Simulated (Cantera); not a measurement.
Charge: 1 mol BN, 15 mol O2, 5.9 mol N2, equilibrated at 1350 °C and 1.00 bar.

Method: chemical equilibrium by Gibbs-energy minimisation in Cantera with the NASA 1993 tables (ideal gas, pure condensed phases). Candidate condensed phases: B, BN, B2O3; 17 gas species. The numbers say what is thermodynamically allowed, not how fast it happens.

Base state: O2 0.689, N2 0.309, NO 0.00242, B2O3 0.000220, BO2 7.24e-5, NO2 1.67e-5, O 1.58e-5 (mole fractions); condensed: B2O3(l).

Problem. What changes in the equilibrium state with this change: pressure from 1.00 bar to 1.20 mbar?

Solution. 
| species | before | after |
|---|---|---|
| O2 | 0.689 | 0.671 |
| N2 | 0.309 | 0.301 |
| B2O3 | 0.000220 | 0.0217 |
| BO2 | 7.24e-5 | 0.00384 |
| NO2 | 1.67e-5 | 5.55e-7 |
| O | 1.58e-5 | 0.000450 |
| NO | 0.00242 | 0.00236 |
| B2O3(l), mol | 0.495 | 0 |

Problem. What changes in the equilibrium state with this change: temperature from 1350 °C to 1477 °C?

Solution. 
| species | before | after |
|---|---|---|
| O2 | 0.689 | 0.687 |
| N2 | 0.309 | 0.307 |
| NO | 0.00242 | 0.00394 |
| B2O3 | 0.000220 | 0.00167 |
| BO2 | 7.24e-5 | 0.000414 |
| O | 1.58e-5 | 6.20e-5 |
| NO2 | 1.67e-5 | 2.00e-5 |
| B2O3(l), mol | 0.495 | 0.461 |

Problem. What changes in the equilibrium state with this change: pressure from 1.00 bar to 13.3 mbar?

Solution. 
| species | before | after |
|---|---|---|
| O2 | 0.689 | 0.676 |
| N2 | 0.309 | 0.303 |
| B2O3 | 0.000220 | 0.0165 |
| BO2 | 7.24e-5 | 0.00184 |
| NO2 | 1.67e-5 | 1.87e-6 |
| B2O3(l), mol | 0.495 | 0.134 |
